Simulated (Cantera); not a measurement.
Feed: 1 mol H2O, 0.057 mol H2, at 93.0 mbar.

These are equilibrium values from Cantera (NASA tables, ideal gas, pure condensed phases), not measurements of a reactor. Candidate condensed phases: H2O; 9 gas species. Equilibrium is a limit: real reactors are often held back by kinetics, nucleation or transport. All values below are at 1425 K.

Base state: H2O 0.946, H2 0.0539 (mole fractions); condensed: gas only.

**Question.** What changes in the equilibrium state with this change: H2O replaced by SO2?

**Answer.** 
| species | before | after |
|---|---|---|
| SO2 | 0 | 0.930 |
| H2O | 0.946 | 0.0533 |
| S2 | 0 | 0.0117 |
| H2 | 0.0539 | 0.00114 |
| SO | 0 | 0.00296 |
| S2O | 0 | 0.000964 |
| H2S | 0 | 0.000200 |
| SH | 0 | 4.32e-5 |
Further candidate phases: H2SO4, S.

**Question.** What changes in the equilibrium state with this change: 0.17 mol NH3 added?

**Answer.** 
```
species   before    after
-------  -------  -------
H2O        0.946    0.716
H2        0.0539    0.223
N2             0   0.0608
H        5.19e-6  1.06e-5
```
